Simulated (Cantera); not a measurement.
# CaO + HBr + O2 (oxide etching and cleaning by halides)

Input: 1 mol CaO, a varied amount of HBr, 15 mol O2, equilibrated at 47000 Pa.

Equilibrium computed with Cantera from the NASA thermochemical tables; the gas is ideal and each condensed phase is pure. Candidate condensed phases: Br2, Ca, CaBr2, CaO, Ca(OH)2, H2O; 19 gas species. Mutual solubility and eutectic melting of coexisting phases are not modelled. Kinetics and transport are ignored.

Stable condensed phases:

```
T in °C \ n(HBr) in mol
         1.7   2 2.3 2.6   3 3.5   4 4.6 5.3 6.1   7   8
   1525    A   A   A   A   A   A   A   A   A   A   A   A
   1425    A   A   A   A   A   A   A   A   A   A   A   A
   1325    A   A   A   A   A   A   A   A   A   A   A   A
   1225    A   A   A   A   A   A   A   A   A   A   A   A
   1125    A   A   A   A   A   A   A   A   A   B   B   C
   1025    A   A   A   A   A   A   B   B   B   C   C   C
    925    A   A   A   B   B   B   B   C   C   C   C   C
    825    B   B   B   B   B   B   C   C   C   C   C   C
    725    B   B   B   B   C   C   C   C   C   C   C   C
    625    B   B   B   C   C   C   C   C   C   C   C   C
```

A: CaO; B: CaBr2 + CaO; C: CaBr2.
